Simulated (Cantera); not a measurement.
A Cantera script and what it prints.

```python
import numpy as np
import cantera as ct

gas_names = """
    TiCL4 TiCL3 CL2 CL
""".split()
cond_names = """
    Ti(a) Ti(b) Ti(L) TiCL4(L)
""".split()


def load(file, names, dense=False):
    # The tables refer to 1 bar. Condensed volumes are neglected.
    table = {s.name: s for s in ct.Species.list_from_file(file)}
    out = []
    for n in names:
        d = dict(table[n].input_data)
        d["thermo"] = dict(d["thermo"], **{"reference-pressure": 1e5})
        if dense:
            d["equation-of-state"] = {"model": "constant-volume", "density": "1e6 g/cm^3"}
        out.append(ct.Species.from_dict(d))
    return out


species = {s.name: s for s in load("nasa_gas.yaml", gas_names) + load("nasa_condensed.yaml", cond_names)}
# Each term lists the table entries of one substance; the one whose range holds T is used.
reactions = {
    '2 TiCl4(g) = 2 TiCl3(g) + Cl2(g)':
        [(-2, ['TiCL4']), (2, ['TiCL3']), (1, ['CL2'])],
    '4 Cl(g) + Ti = TiCl4':
        [(-4, ['CL']), (-1, ['Ti(a)', 'Ti(b)', 'Ti(L)']), (1, ['TiCL4(L)'])],
}


def pick(names, T):
    return next(species[n] for n in names if species[n].thermo.min_temp <= T <= species[n].thermo.max_temp)


results = []
for label, terms in reactions.items():
    print(label)
    print("     T/K   dH/kJ  dS/(J/K)   dG/kJ   log10 K")
    for T in [350, 375, 400, 425, 450, 475, 500, 525, 550]:
        used = [(nu, pick(names, T)) for nu, names in terms]
        dH = sum(nu * s.thermo.h(T) for nu, s in used) / 1e6
        dS = sum(nu * s.thermo.s(T) for nu, s in used) / 1e3
        dG = dH - T * dS / 1e3
        logK = -dG * 1e6 / (ct.gas_constant * T * np.log(10))
        results.append((label, T, dH, dS, dG, logK, [s.name for _, s in used]))
        print(f"{T:8g} {dH:8.1f} {dS:8.1f} {dG:8.1f} {logK:8.2f}")
```

Output:

```
2 TiCl4(g) = 2 TiCl3(g) + Cl2(g)
     T/K   dH/kJ  dS/(J/K)   dG/kJ   log10 K
     350    447.1    145.3    396.3   -59.14
     375    446.9    144.6    392.7   -54.69
     400    446.7    144.0    389.1   -50.81
     425    446.5    143.6    385.5   -47.37
     450    446.3    143.1    381.9   -44.33
     475    446.1    142.8    378.3   -41.60
     500    446.0    142.4    374.7   -39.15
     525    445.8    142.1    371.2   -36.93
     550    445.6    141.8    367.6   -34.91
4 Cl(g) + Ti = TiCl4
     T/K   dH/kJ  dS/(J/K)   dG/kJ   log10 K
     350  -1287.7   -434.0  -1135.8   169.51
     375  -1287.0   -431.8  -1125.0   156.70
     400  -1286.2   -429.9  -1114.3   145.50
     425  -1285.5   -428.1  -1103.5   135.63
     450  -1284.7   -426.4  -1092.8   126.85
     475  -1284.0   -424.8  -1082.2   119.01
     500  -1283.3   -423.4  -1071.6   111.95
     525  -1282.6   -422.0  -1061.0   105.57
     550  -1281.9   -420.6  -1050.5    99.77
```

Standard-state values (1 bar) from the NASA 1993 polynomials, evaluated with Cantera. Condensed species are held in their standard states even where they would react or evaporate.
